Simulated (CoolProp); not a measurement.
Properties of sulfur dioxide along the isobar 1.01 bar (Tc = 157.5 °C, pc = 78.87 bar, ω = 0.256).

Model: reference Helmholtz-energy equation of state, Gao 2016, in CoolProp.

```
T (°C)  phase  density (kg/m³)
------  -----  ---------------
34.25     gas            2.570
49.75     gas            2.440
65.25     gas            2.324
80.85     gas            2.218
96.35     gas            2.122
111.95    gas            2.034
127.45    gas            1.954
143.05    gas            1.879
158.55    gas            1.811
174.15    gas            1.747
189.65    gas            1.687
205.25    gas            1.632
220.75    gas            1.580
236.35    gas            1.531
251.85    gas            1.486
```
